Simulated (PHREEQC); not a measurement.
Make-up at 20 °C: 0.033 mol HF, 0.0074 mol NH4HF2 and 0.018 mol H2SO4 per kg of water. Closed to the air; pH follows from the charge balance.

The numbers come from PHREEQC with the ion-association model, phreeqc.dat.

| quantity | before | after |
|---|---|---|
| pH | 1.72 | 2.51 |
| ionic strength (mol/kgw) | 0.0380 | 0.0108 |
| HF (mol/kgw) | 0.0450 | 0.0358 |
| F- (mol/kgw) | 0.00207 | 0.00951 |
| HF2- (mol/kgw) | 0.000344 | 0.00125 |

Problem. Which change was made?
(A) diluted 100-fold with water
(B) NH4HF2 from 0.0074 to 0.00148 mol/kgw
(C) diluted 5-fold with water
(D) NH4HF2 left out
(E) H2SO4 left out

Solution. E, H2SO4 left out

No solid was allowed to form.
